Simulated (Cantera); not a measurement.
Premixed flame

A freely propagating, adiabatic, planar premixed flame of CO : H2 : O2 : N2 = 1 : 1.1 : 1.57 : 7.05 (molar parts), equivalence ratio 0.67, unburnt at 300 K and 240 Torr; mixture-averaged transport, grid criteria slope 0.08 and curve 0.16, no radiation.

Detailed kinetics in Cantera: GRI-Mech 3.0 (53 species, 325 reactions). Burning velocities carry a grid error of a few per cent, more on coarse grids.

| z (mm) | T (K) | u (m/s) | x CO | x H2 | x O2 | x OH | x H2O2 | x O |
|---|---|---|---|---|---|---|---|---|
| -5.95 | 300 | 0.545 | 0.0933 | 0.103 | 0.146 | <1e-8 | <1e-8 | <1e-8 |
| -3.96 | 300 | 0.544 | 0.0933 | 0.102 | 0.147 | <1e-8 | <1e-8 | <1e-8 |
| -2.97 | 300 | 0.544 | 0.0934 | 0.102 | 0.147 | <1e-8 | 1.29e-8 | <1e-8 |
| -1.98 | 301 | 0.544 | 0.0937 | 0.0986 | 0.147 | <1e-8 | 3.34e-7 | <1e-8 |
| -0.991 | 343 | 0.611 | 0.0946 | 0.0817 | 0.149 | 4.70e-7 | 3.19e-5 | 3.47e-7 |
| -0.496 | 602 | 1.05 | 0.0883 | 0.0582 | 0.141 | 0.000250 | 4.73e-5 | 5.96e-5 |
| 0 | 967 | 1.67 | 0.0727 | 0.0308 | 0.117 | 0.000737 | 4.07e-6 | 0.00154 |
| 0.496 | 1223 | 2.08 | 0.0516 | 0.0116 | 0.0890 | 0.00221 | 1.61e-6 | 0.00527 |
| 0.991 | 1373 | 2.32 | 0.0346 | 0.00584 | 0.0740 | 0.00348 | 1.08e-6 | 0.00705 |
| 1.98 | 1525 | 2.55 | 0.0187 | 0.00462 | 0.0646 | 0.00471 | 5.48e-7 | 0.00658 |
| 3.96 | 1653 | 2.74 | 0.0112 | 0.00347 | 0.0602 | 0.00502 | 2.57e-7 | 0.00453 |
| 7.93 | 1742 | 2.87 | 0.00716 | 0.00204 | 0.0579 | 0.00435 | 1.31e-7 | 0.00251 |
| 15.9 | 1799 | 2.95 | 0.00382 | 0.00102 | 0.0565 | 0.00329 | 7.17e-8 | 0.00119 |
x: mole fraction of selected species; z is measured from the peak of heat release.

```json
{
 "laminar_burning_velocity": "54.5 cm/s",
 "thermal_thickness": "1.98 mm",
 "peak x(OH)": "0.00506",
 "peak x(H2O2)": "6.59e-5",
 "peak x(O)": "0.00717",
 "grid_points": "110"
}
```
